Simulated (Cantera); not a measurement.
Cantera run, input and output.

```python
import numpy as np
import cantera as ct

gas = ct.Solution("gri30.yaml")
gas.TPX = 1050, 350000, {'CO': 1, 'H2': 0.39, 'O2': 1.24, 'N2': 4.67}
reactor = ct.IdealGasReactor(gas, energy="on", clone=False)
net = ct.ReactorNet([reactor])
net.rtol, net.atol = 1e-08, 1e-16
show = ['CO', 'H2', 'O2', 'H2O2', 'H2O', 'OH']
times = np.geomspace(3e-06, 0.6, 15)

steps = ct.SolutionArray(gas, extra=["t"])
rows = []
print(f"{'t/s':>10s}{'T/K':>9s}{'P/Pa':>11s}" + "".join(f"{s:>11s}" for s in show))
for t in times:
    while net.time < t:
        t_next = net.step()
        steps.append(gas.state, t=t_next)
    rows.append([np.interp(t, steps.t, y) for y in (steps.T, steps.P, *steps(*show).X.T)])
    print(f"{t:10.3e}{rows[-1][0]:9.1f}{rows[-1][1]:11.4g}" + "".join(f"{x:11.3e}" for x in rows[-1][2:]))
rate = np.gradient(steps.T, steps.t)
print("integrator steps:", len(steps.t))
if steps.T.max() > steps.T[0] + 200:
    print(f"time of steepest temperature rise: {steps.t[rate.argmax()]:.4e} s")
gas.TPX = 1050, 350000, {'CO': 1, 'H2': 0.39, 'O2': 1.24, 'N2': 4.67}
gas.equilibrate("UV")
print(f"equilibrium (UV): T = {gas.T:.1f} K  " + "  ".join(f"{s} {gas[s].X[0]:.3e}" for s in show))
```

Output:

```
       t/s      T/K       P/Pa         CO         H2         O2       H2O2        H2O         OH
 3.000e-06   1050.0    3.5e+05  1.370e-01  5.342e-02  1.699e-01  2.877e-13  5.105e-10  1.085e-10
 7.174e-06   1050.0    3.5e+05  1.370e-01  5.342e-02  1.699e-01  3.302e-12  2.874e-09  2.318e-10
 1.716e-05   1050.0    3.5e+05  1.370e-01  5.342e-02  1.699e-01  3.598e-11  1.392e-08  4.362e-10
 4.103e-05   1050.0    3.5e+05  1.370e-01  5.342e-02  1.699e-01  3.566e-10  6.589e-08  9.282e-10
 9.811e-05   1050.0    3.5e+05  1.370e-01  5.342e-02  1.699e-01  4.134e-09  4.457e-07  3.684e-09
 2.346e-04   1050.2  3.501e+05  1.370e-01  5.341e-02  1.698e-01  2.304e-07  1.032e-05  6.704e-08
 5.610e-04   1561.4  5.069e+05  1.177e-01  6.583e-03  1.348e-01  4.142e-06  4.359e-02  4.277e-03
 1.342e-03   2636.0  8.032e+05  1.245e-02  7.426e-04  8.170e-02  4.049e-07  5.375e-02  7.461e-03
 3.208e-03   2623.6  7.991e+05  1.205e-02  7.230e-04  7.826e-02  3.875e-07  5.396e-02  7.150e-03
 7.672e-03   2619.5  7.977e+05  1.193e-02  7.167e-04  7.713e-02  3.818e-07  5.403e-02  7.049e-03
 1.835e-02   2619.4  7.977e+05  1.192e-02  7.164e-04  7.709e-02  3.816e-07  5.403e-02  7.045e-03
 4.387e-02   2619.4  7.977e+05  1.192e-02  7.164e-04  7.709e-02  3.816e-07  5.403e-02  7.045e-03
 1.049e-01   2619.4  7.977e+05  1.192e-02  7.164e-04  7.709e-02  3.816e-07  5.403e-02  7.045e-03
 2.509e-01   2619.4  7.977e+05  1.192e-02  7.164e-04  7.709e-02  3.816e-07  5.403e-02  7.045e-03
 6.000e-01   2619.4  7.977e+05  1.192e-02  7.164e-04  7.709e-02  3.816e-07  5.403e-02  7.045e-03
integrator steps: 1481
time of steepest temperature rise: 5.6062e-04 s
equilibrium (UV): T = 2619.4 K  CO 1.192e-02  H2 7.164e-04  O2 7.709e-02  H2O2 3.816e-07  H2O 5.403e-02  OH 7.045e-03
```

Detailed kinetics in Cantera: GRI-Mech 3.0 (53 species, 325 reactions). The hydrogen kinetics of GRI-Mech 3.0 are dated; newer H2 mechanisms differ, most at raised pressure.
